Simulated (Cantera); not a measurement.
Input: 1 mol C2H4, 30 mol H2, at 798 K and 3150 Torr.

These are equilibrium values from Cantera (NASA tables, ideal gas, pure condensed phases), not measurements of a reactor. Candidate condensed phases: C, C6H6, C7H8, C8H18; 76 gas species. The numbers say what is thermodynamically allowed, not how fast it happens.

Base state: H2 0.933, CH4 0.0667 (mole fractions); condensed: gas only.

Q: What changes in the equilibrium state with this change: pressure from 3150 Torr to 1.00 Torr?

A: 
```csv
species,before,after
H2,0.933,0.998
CH4,0.0667,0.00184
"C(graphite), mol",0,1.94
```
